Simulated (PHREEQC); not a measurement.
Make-up at 25 °C: 0.0033 mol/kgw KOH, 0.00032 mol/kgw K2SO4, 0.0079 mol/kgw LiCl and 0.0016 mol/kgw NaHCO3. Closed to the air; pH follows from the charge balance.

Computed with PHREEQC (ion-association model, phreeqc.dat).

Precipitation was switched off in this run.

**Question.** Order these C species by the share of C that they hold, largest first: CO3-2, HCO3-, NaCO3-.

**Answer.** CO3-2 (90 %), HCO3- (8.4 %), NaCO3- (1.6 %)

The pH is 11.20 and the ionic strength 0.0152 mol/kgw.
